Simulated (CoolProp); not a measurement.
Vapour pressure (bar) of nitrogen: the reference equation beside estimates from Tc = 126.2 K, pc = 33.96 bar, ω = 0.037. Clausius-Clapeyron is anchored at 82.1 K with a constant enthalpy of vaporisation of 5.400 kJ/mol.

Values from CoolProp's reference Helmholtz-energy equation of state, Span 2000.

```tsv
T (K)	reference	Lee-Kesler	Clausius-Clapeyron	van der Waals	Redlich-Kwong	Soave-Redlich-Kwong	Peng-Robinson
77.7	1.055	1.050	1.094	3.420	0.9078	1.043	1.067
82.1	1.712	1.708	1.712	4.636	1.550	1.701	1.725
86.5	2.638	2.637	2.561	6.111	2.481	2.633	2.650
91	3.923	3.925	3.712	7.908	3.797	3.932	3.936
95.4	5.573	5.578	5.159	9.967	5.505	5.605	5.588
99.8	7.675	7.678	6.965	12.34	7.692	7.741	7.698
104.3	10.36	10.36	9.222	15.11	10.48	10.47	10.40
108.7	13.58	13.56	11.87	18.17	13.82	13.75	13.65
113.1	17.47	17.44	14.97	21.58	17.80	17.69	17.56
117.5	22.10	22.07	18.56	25.36	22.48	22.35	22.23
122	27.73	27.72	22.76	29.62	28.03	27.94	27.86
```

Absolute difference from the reference over all 11 rows, mean and median: Lee-Kesler 0.1 and 0.1 %, Clausius-Clapeyron 9.1 and 9.3 %, van der Waals 81.1 and 60.8 %, Redlich-Kwong 3.8 and 1.8 %, Soave-Redlich-Kwong 0.8 and 0.9 %, Peng-Robinson 0.5 and 0.5 %.
